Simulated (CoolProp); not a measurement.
n-octane along the isotherm 424.7 K: Z from the reference equation and from simpler models built on Tc = 568.7 K, pc = 24.84 bar, ω = 0.398; each cubic takes its own stable root.

Computed with CoolProp (reference Helmholtz-energy equation of state, Beckmüller 2019).

| p (bar) | phase | reference | Redlich-Kwong | Soave-Redlich-Kwong |
|---|---|---|---|---|
| 0.955 | gas | 0.9588 | 0.9696 | 0.9647 |
| 1.91 | gas | 0.9137 | 0.9375 | 0.9269 |
| 2.87 | liquid | 0.01585 | 0.9032 | 0.01842 |
| 3.82 | liquid | 0.02108 | 0.02626 | 0.02449 |
| 4.78 | liquid | 0.02637 | 0.03282 | 0.03062 |
| 5.73 | liquid | 0.03160 | 0.03929 | 0.03668 |
| 6.69 | liquid | 0.03688 | 0.04581 | 0.04279 |
| 7.64 | liquid | 0.04210 | 0.05225 | 0.04883 |
| 8.6 | liquid | 0.04737 | 0.05874 | 0.05493 |
| 9.55 | liquid | 0.05258 | 0.06514 | 0.06095 |
| 10.5 | liquid | 0.05779 | 0.07153 | 0.06696 |
| 11.5 | liquid | 0.06326 | 0.07824 | 0.07328 |
| 12.4 | liquid | 0.06819 | 0.08427 | 0.07896 |

At some of these states Redlich-Kwong gives the other phase, because its saturation line lies elsewhere.
